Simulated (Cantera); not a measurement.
A perfectly stirred reactor is fed with 14.5 % H₂, 85.5 % O₂, at 2670 Pa; it is held at 1050 K, and followed from long to short residence time.

Model: the H2/O2 subset of GRI-Mech 3.0, which has no nitrogen chemistry, integrated in Cantera. Radical loss at walls, strong at low pressure, is not modelled. The temperature is held fixed by assumption; the heat of reaction is taken as removed at once.

x: mole fraction; the columns are a selection and need not sum to one.

```
τ (s)        x H₂   x O₂       x H   x H₂O₂      x OH    x HO₂   x H₂O
-------  --------  -----  --------  -------  --------  -------  ------
2.3      0.000352  0.843   3.55e-5  3.99e-7  0.000410      ___   0.156
0.83     0.000655  0.842   9.80e-5  4.97e-7  0.000587      ___   0.156
0.30      0.00120  0.842  0.000269  6.01e-7  0.000850      ___   0.155
0.11      0.00214  0.840  0.000724  7.06e-7   0.00124      ___   0.153
0.039     0.00387  0.837   0.00198  8.10e-7   0.00185      ___   0.150
0.014     0.00688  0.832   0.00515  8.94e-7   0.00274  2.13e-5   0.144
0.0052     0.0120  0.825    0.0120  9.35e-7   0.00390  2.26e-5   0.133
0.0019     0.0213  0.815    0.0237  9.37e-7   0.00523  2.21e-5   0.115
0.00068    0.0394  0.810    0.0339  9.30e-7   0.00625      ___  0.0882
```

Question: Some entries are withheld; supply them.

Answer: 
- 2.3, x HO₂: 5.66e-6
- 0.83, x HO₂: 8.35e-6
- 0.30, x HO₂: 1.16e-5
- 0.11, x HO₂: 1.51e-5
- 0.039, x HO₂: 1.86e-5
- 0.00068, x HO₂: 1.99e-5
